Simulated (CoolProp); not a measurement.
A simple Rankine cycle with trans-2-butene: condensing at 324.15 K, boiler at 2.9 MPa, turbine inlet 424.1 K, turbine efficiency 0.75, pump efficiency 0.6, no recuperator. Each further row changes one setting.

The numbers come from the reference Helmholtz-energy equation of state, Lemmon 2005 in CoolProp. It is a short technical equation, of lower accuracy than the large ones.

```json
[
 {"case": "as stated", "thermal efficiency (%)": "___", "net work (kJ/kg)": "53.6", "heat in (kJ/kg)": "473", "turbine exit temperature (K)": "359.9", "volume ratio over the turbine": "6.97"},
 {"case": "turbine inlet 444.1 K", "thermal efficiency (%)": "11.5", "net work (kJ/kg)": "60.6", "heat in (kJ/kg)": "528", "turbine exit temperature (K)": "384.8", "volume ratio over the turbine": "___"},
 {"case": "condensing temperature 316.15 K", "thermal efficiency (%)": "12.4", "net work (kJ/kg)": "61.1", "heat in (kJ/kg)": "492", "turbine exit temperature (K)": "___", "volume ratio over the turbine": "8.64"},
 {"case": "boiler pressure 2.03 MPa", "thermal efficiency (%)": "9.7", "net work (kJ/kg)": "49.3", "heat in (kJ/kg)": "506", "turbine exit temperature (K)": "379.3", "volume ratio over the turbine": "___"},
 {"case": "turbine efficiency 0.65", "thermal efficiency (%)": "___", "net work (kJ/kg)": "___", "heat in (kJ/kg)": "473", "turbine exit temperature (K)": "___", "volume ratio over the turbine": "7.08"}
]
```

Task: What belongs in the gaps?

Result: 
- as stated, thermal efficiency (%): 11.3
- turbine inlet 444.1 K, volume ratio over the turbine: 6.52
- condensing temperature 316.15 K, turbine exit temperature (K): 354.2
- boiler pressure 2.03 MPa, volume ratio over the turbine: 4.35
- turbine efficiency 0.65, thermal efficiency (%): 9.6
- turbine efficiency 0.65, net work (kJ/kg): 45.5
- turbine efficiency 0.65, turbine exit temperature (K): 364.1
